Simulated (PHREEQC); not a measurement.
A solution holds 0.019 mol/kgw MgSO4, at 25 °C. It is in equilibrium with CO2 at log p = -3.4 (atm). Otherwise closed; pH follows from the charge balance.

All values are PHREEQC results (ion-association model, wateq4f.dat), not measurements.

Precipitation was switched off in this run.

### Question
Estimate the pH, ionic strength.

### Answer
pH 5.68; ionic strength 0.0467 mol/kgw.

### Question
In which forms is Mg present?

### Answer
Mg+2 61 %, MgSO4 39 % of the Mg.

Species that the database lacks are ignored.
